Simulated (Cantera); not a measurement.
A closed system holds: 1 mol c-C4F8, a varied amount of H2, equilibrated at 2148 K and 55000 Pa.

Cantera equilibrium calculation (NASA polynomials, part measured and part estimated; ideal gas, pure solids and liquids). Candidate condensed phases: C, C6H6, C7H8, C8H18; 95 gas species. The feed counts by its element totals alone. Gases not in the tables: C2F6 and larger saturated fluorocarbons. Kinetics and transport are ignored.

### Question
What share of the C ends up in condensed phases as a function of n(H2) (mol), at 0.37, 0.52, 0.73, 1, 1.4, 2, 2.8, 3.9, 5.5?

### Answer
```tsv
n(H2) (mol)	C condensed (%)	as
0.37	53.4	C(graphite)
0.52	55.2	C(graphite)
0.73	57.8	C(graphite)
1	61.2	C(graphite)
1.4	66.2	C(graphite)
2	73.8	C(graphite)
2.8	84.0	C(graphite)
3.9	98.5	C(graphite)
5.5	99.9	C(graphite)
```
